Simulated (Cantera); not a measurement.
Feed: 1 mol HCl, 0.2 mol O2, 0.22 mol N2, equilibrated at 13.3 mbar.

These are equilibrium values from Cantera (NASA tables, ideal gas, pure condensed phases), not measurements of a reactor. Candidate condensed phases: H2O, NH4Cl; 29 gas species. The numbers say what is thermodynamically allowed, not how fast it happens. All values below are at 2775 °C.

Base state: Cl 0.374, H 0.277, O 0.120, N2 0.0938, HCl 0.0610, H2 0.0307, OH 0.0218, O2 0.0108 (mole fractions); condensed: gas only.

Q: What changes in the equilibrium state with this change: pressure from 13.3 mbar to 1.33 mbar?

A: 
| species | before | after |
|---|---|---|
| Cl | 0.374 | 0.381 |
| H | 0.277 | 0.366 |
| O | 0.120 | 0.147 |
| HCl | 0.0610 | 0.00822 |
| O2 | 0.0108 | 0.00163 |
| OH | 0.0218 | 0.00354 |
| H2 | 0.0307 | 0.00537 |
| N2 | 0.0938 | 0.0848 |
| H2O | 0.00701 | 0.000151 |
| Cl2 | 1.73e-5 | 1.80e-6 |
| ClO | 3.96e-5 | 4.96e-6 |
